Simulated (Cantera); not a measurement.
## Premixed flame

A freely propagating, adiabatic, planar premixed flame of 12.0 % CH4, 3.49 % H2, 23.5 % O2, 61.0 % N2, equivalence ratio 1.1, unburnt at 475 K and 4.54 atm; mixture-averaged transport, grid criteria slope 0.08 and curve 0.16, no radiation.

Model: GRI-Mech 3.0 (53 species, 325 reactions), integrated in Cantera. Burning velocities carry a grid error of a few per cent, more on coarse grids.

| z (mm) | T (K) | u (m/s) | x CH4 | x H2 | x O2 | x H2O2 | x CH3 | x NO |
|---|---|---|---|---|---|---|---|---|
| -0.204 | 475 | 1.10 | 0.120 | 0.0350 | 0.235 | 1.26e-8 | <1e-8 | <1e-8 |
| -0.136 | 477 | 1.11 | 0.120 | 0.0353 | 0.234 | 2.18e-7 | 6.84e-8 | <1e-8 |
| -0.102 | 485 | 1.13 | 0.120 | 0.0357 | 0.234 | 1.34e-6 | 3.97e-7 | 2.34e-8 |
| -0.0680 | 558 | 1.30 | 0.115 | 0.0368 | 0.229 | 1.34e-5 | 5.62e-6 | 3.12e-7 |
| -0.0340 | 1069 | 2.53 | 0.0823 | 0.0388 | 0.187 | 6.45e-5 | 0.000468 | 5.62e-6 |
| -0.0170 | 1581 | 3.79 | 0.0457 | 0.0398 | 0.133 | 2.52e-5 | 0.00292 | 1.45e-5 |
| 0 | 2042 | 4.95 | 0.0119 | 0.0375 | 0.0724 | 5.51e-6 | 0.00401 | 2.97e-5 |
| 0.0170 | 2258 | 5.48 | 0.00115 | 0.0309 | 0.0356 | 1.47e-6 | 0.000874 | 5.10e-5 |
| 0.0340 | 2332 | 5.63 | 6.08e-5 | 0.0266 | 0.0214 | 8.27e-7 | 6.27e-5 | 6.89e-5 |
| 0.0680 | 2408 | 5.78 | 1.64e-7 | 0.0247 | 0.0139 | 6.40e-7 | 2.05e-7 | 8.96e-5 |
| 0.136 | 2493 | 5.95 | <1e-8 | 0.0232 | 0.0102 | 5.22e-7 | <1e-8 | 0.000118 |
| 0.272 | 2569 | 6.10 | <1e-8 | 0.0211 | 0.00737 | 4.30e-7 | <1e-8 | 0.000166 |
| 0.544 | 2616 | 6.20 | <1e-8 | 0.0196 | 0.00548 | 3.66e-7 | <1e-8 | 0.000248 |
x: mole fraction of selected species; z is measured from the peak of heat release.

| Property | Result |
|---|---|
| laminar burning velocity | 110 cm/s |
| thermal thickness | 0.0680 mm |
| peak x(H2O2) | 6.48e-5 |
| peak x(CH3) | 0.00447 |
| grid points | 162 |
